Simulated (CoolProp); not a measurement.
A simple Rankine cycle with tetrahydrofuran: condensing at 313.15 K, boiler at 1.57 MPa, turbine inlet 497.4 K, turbine efficiency 0.7, pump efficiency 0.8, no recuperator. Each further row changes one setting.

The numbers come from the reference Helmholtz-energy equation of state, Fiedler 2023 in CoolProp.

```
case                             thermal efficiency (%)  net work (kJ/kg)  heat in (kJ/kg)  turbine exit temperature (K)  volume ratio over the turbine
-------------------------------  ----------------------  ----------------  ---------------  ----------------------------  -----------------------------
as stated                                          17.5               119              682                           ___                            ___
turbine inlet 517.4 K                              17.5               ___              722                           ___                           37.1
condensing temperature 305.15 K                    18.5               129              696                         402.8                           51.0
boiler pressure 1.1 MPa                             ___               112              692                         420.5                            ___
turbine efficiency 0.6                              ___               102              682                         420.5                           38.6
```

Question: Some entries are withheld; supply them.

Answer: 
- as stated, turbine exit temperature (K): 409.2
- as stated, volume ratio over the turbine: 37.5
- turbine inlet 517.4 K, net work (kJ/kg): 126
- turbine inlet 517.4 K, turbine exit temperature (K): 430.6
- boiler pressure 1.1 MPa, thermal efficiency (%): 16.2
- boiler pressure 1.1 MPa, volume ratio over the turbine: 25.5
- turbine efficiency 0.6, thermal efficiency (%): 15.0
